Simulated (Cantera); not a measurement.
A Cantera script and its output.

```python
import numpy as np
import cantera as ct

gas = ct.Solution("h2o2.yaml")


def delay(T, t_max=10):
    gas.TPX = T, 42000, {'H2': 1, 'O2': 0.333, 'N2': 1.25}
    reactor = ct.IdealGasConstPressureReactor(gas, clone=False)
    net = ct.ReactorNet([reactor])
    net.rtol, net.atol = 1e-8, 1e-16
    while net.time < t_max:
        t_old, T_old = net.time, reactor.T
        net.step()
        if reactor.T > T + 400:  # ignition: a rise of 400 K
            return t_old + (T + 400 - T_old) / (reactor.T - T_old) * (net.time - t_old)
    return np.nan


taus = []
for T in [1050, 1125, 1200, 1275, 1350, 1425, 1500, 1575]:
    taus.append(delay(T))
    print(f"T0 = {T:6g} K   tau = {taus[-1]:.4e} s")
```

Result:

```
T0 =   1050 K   tau = 2.9161e-04 s
T0 =   1125 K   tau = 1.7609e-04 s
T0 =   1200 K   tau = 1.2033e-04 s
T0 =   1275 K   tau = 9.0537e-05 s
T0 =   1350 K   tau = 7.3997e-05 s
T0 =   1425 K   tau = 6.5032e-05 s
T0 =   1500 K   tau = 6.0819e-05 s
T0 =   1575 K   tau = 5.9832e-05 s
```

Detailed kinetics in Cantera: the H2/O2 subset of GRI-Mech 3.0, which has no nitrogen chemistry. Where the delays flatten at high temperature, the 400 K rule measures the pace of heat release, not the induction time.
